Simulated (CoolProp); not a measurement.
Vapour-liquid equilibrium of n-hexane (1) + ethanol (2) at 3.02 bar; x and y are mole fractions of (1).

The numbers come from the multi-fluid Helmholtz-energy mixture model, Thol 2019 and Schroeder 2014; pair parameters Bell 2016 in CoolProp.

```csv
x,bubble temperature (K),y at the bubble point,dew temperature at overall composition x (K),liquid density (mol/L)
0.05,378.2,0.155,?,14.50
0.125,373.5,0.321,379.0,13.44
0.2,370.3,0.427,377.0,12.47
0.275,?,0.490,374.9,11.60
0.35,367.3,0.528,372.6,10.81
0.425,366.8,0.550,370.3,10.11
0.5,366.6,?,368.1,9.481
0.575,366.6,0.573,366.6,8.925
0.65,366.7,0.584,?,8.433
0.725,366.9,0.601,370.9,7.997
0.8,367.7,0.631,373.7,7.607
0.875,369.7,0.691,376.6,7.247
0.95,374.5,0.821,379.4,6.894
```

Q: Complete the blanks.

A: 
- 0.05, dew temperature at overall composition x (K): 380.9
- 0.275, bubble temperature (K): 368.4
- 0.5, y at the bubble point: 0.563
- 0.65, dew temperature at overall composition x (K): 368.3

y crosses x between x = 0.5 and 0.575: the model has an azeotrope there.

The pair parameters rest on a limited set of measurements; away from them the model extrapolates.
